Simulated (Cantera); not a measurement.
## Ignition delay

Mixture: CO : H2 : O2 : N2 = 1 : 0.54 : 0.802 : 4.65 (molar parts), equivalence ratio 0.96, at 5.00 bar, adiabatic and at constant pressure. Ignition delay is the time to a rise of 400 K.

Computed with Cantera and GRI-Mech 3.0 (53 species, 325 reactions). The hydrogen kinetics of GRI-Mech 3.0 are dated; newer H2 mechanisms differ, most at raised pressure. Below about 950 K walls govern HO2 and H2O2 in real vessels.

| T0 (K) | delay (ms) |
|---|---|
| 850 | 478 |
| 925 | 43.7 |
| 1000 | 4.78 |
| 1075 | 0.440 |
| 1150 | 0.0542 |
| 1225 | 0.0215 |
| 1300 | 0.0131 |
| 1375 | 0.00944 |

apparent activation energy between 1225 and 1375 K: 77 kJ/mol
